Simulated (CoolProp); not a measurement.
Properties of methane at several states (Tc = 190.6 K, pc = 4.599 MPa, ω = 0.011).

Model: reference Helmholtz-energy equation of state, Setzmann 1991, in CoolProp.

```
T (K)  p (MPa)          phase  density (kg/m³)  cp (kJ/(kg K))  speed of sound (m/s)  viscosity (µPa s)
-----  -------  -------------  ---------------  --------------  --------------------  -----------------
276.7    0.093            gas           0.6499               …                 433.3                  …
464.2     6.99  supercritical            29.18           2.899                 554.3               16.9
342.6     2.96            gas            17.15           2.471                 474.4               13.0
233.2       22  supercritical                …               …                 683.7               30.2
343.2    0.028            gas           0.1575               …                 477.8                  …
```

### Question
Complete the blanks.

### Answer

- 276.7, cp (kJ/(kg K)): 2.187
- 276.7, viscosity (µPa s): 10.5
- 233.2, density (kg/m³): 263.9
- 233.2, cp (kJ/(kg K)): 3.966
- 343.2, cp (kJ/(kg K)): 2.347
- 343.2, viscosity (µPa s): 12.6

Viscosity comes from a separate model (Quiñones-Cisneros 2006).
